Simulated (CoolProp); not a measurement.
Values from CoolProp's reference Helmholtz-energy equation of state, Thol 2019.

Question: For dodecamethylpentasiloxane (MD3M), give the phase and the density (kg/m³), isothermal compressibility (1/MPa), expansivity (1/kK) at 346.85 °C and 0.669 MPa.

Answer: 
- 346.85 °C and 0.669 MPa: gas; density 77.2, isothermal compressibility 2.71, expansivity 8.37
